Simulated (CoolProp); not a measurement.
Model: reference Helmholtz-energy equation of state, Lemmon 2006, in CoolProp. It is a short technical equation, of lower accuracy than the large ones.

Question: For R141b, give the phase and the cp (kJ/(kg K)) at 416.1 K and 101 kPa; 443.1 K and 101 kPa.

Answer: 
- 416.1 K and 101 kPa: gas; cp 0.917
- 443.1 K and 101 kPa: gas; cp 0.945
